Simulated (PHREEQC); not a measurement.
0.01 mol of Atacamite (Cu2(OH)3Cl) is brought to equilibrium with 1 kg of water holding 0.001 mol/kgw NaCl, at 25 °C, the pH being set by adding NaOH or HCl. Oxygen is held at 0.21 atm. CO2 from the air is kept out. The run lets Atacamite, Cu(OH)2 precipitate or redissolve, and no other solid.

Model: ion-association model, wateq4f.dat, run in PHREEQC.

Predict dissolved Cu (mol/kgw), dissolved Cl (mol/kgw) at pH = 4.67, 5.33.


| pH | dissolved Cu (mol/kgw) | dissolved Cl (mol/kgw) |
|---|---|---|
| 4.67 | 0.00713 | 0.0153 |
| 5.33 | 0.00114 | 0.00328 |

Complexes and solids missing from the database can't appear. The database's constant for dissolved Cu(OH)2 is higher than later reviews accept.
